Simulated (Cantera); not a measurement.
Input (Python, Cantera) and output of one run.

```python
import numpy as np
import cantera as ct

gas_names = """
    N NO NO2 NO3 N2 N2O O O2 O3 Si SiN SiO SiO2 Si2 Si2N Si3
""".split()
cond_names = """
    Si(cr) Si(L) SiO2(Lqz) SiO2(hqz) SiO2(L) Si2N2O(s) Si3N4(a)
""".split()


# ... load() reads the species with a 1 bar reference pressure and builds the phases ...
atoms = {
    'Si3N4': {'Si': 3, 'N': 4},
    'N2O': {'N': 2, 'O': 1},
    'N2': {'N': 2},
}
top_T = {'Si2N2O(s)': 2100, 'Si3N4(a)': 2400}  # K; cautious upper limits of use, not melting points


# ... equilibrate(T, P, feed) seeds the gas with the atoms and calls Mixture.equilibrate('TP', solver="vcs", rtol=1e-11, max_steps=5000) ...
results = []
feed = {'Si3N4': 1, 'N2O': 0.058, 'N2': 360}  # mol
T = 1125  # K
P = 12000  # Pa
mix = equilibrate(T, P, feed)
results.append((T, P, feed, dict(zip(mix.species_names, mix.species_moles))))
print(gas.report(threshold=1e-06))
for i in range(1, mix.n_phases):
    print(f"{mix.phase(i).name:16s} {mix.phase_moles(i):12.5e} mol")
```

Output:

```
       temperature   1125 K
          pressure   12000 Pa
           density   0.035939 kg/m^3
  mean mol. weight   28.014 kg/kmol
   phase of matter   gas

                          1 kg             1 kmol
                     ---------------   ---------------
          enthalpy        9.1345e+05        2.5589e+07  J
   internal energy        5.7955e+05        1.6236e+07  J
           entropy              8913        2.4969e+05  J/K
    Gibbs function       -9.1137e+06       -2.5531e+08  J
 heat capacity c_p            1188.7             33301  J/K
 heat capacity c_v            891.91             24986  J/K

                      mass frac. Y      mole frac. X     chem. pot. / RT
                     ---------------   ---------------   ---------------
                N2                 1                 1           -27.295
     [  +15 minor]        1.4889e-13         9.462e-14

Si(cr)            0.00000e+00 mol
SiO2(hqz)         0.00000e+00 mol
Si2N2O(s)         5.80000e-02 mol
Si3N4(a)          9.61333e-01 mol
```

These are equilibrium values from Cantera (NASA tables, ideal gas, pure condensed phases), not measurements of a reactor. Mutual solubility and eutectic melting of coexisting phases are not modelled.
